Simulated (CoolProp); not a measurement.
Vapour-liquid equilibrium of R22 (1) + n-hexane (2) at 268.7 K; x and y are mole fractions of (1).

Computed with CoolProp (multi-fluid Helmholtz-energy mixture model, Kamei 1995 and Thol 2019; pair parameters Bell 2016).

Question: Give the bubble pressure and the first vapour's composition at x = 0.25, 0.35, 0.75. Is there an azeotrope?

Answer: x = 0.25: 161.8 kPa, y = 0.975; x = 0.35: 208.5 kPa, y = 0.982; x = 0.75: 337.2 kPa, y = 0.993. No azeotrope shows between x = 0.05 and 0.95.

The pair parameters rest on a limited set of measurements; away from them the model extrapolates. With so large a gap from Raoult's law the liquid may split in two, which this calculation doesn't test in full.
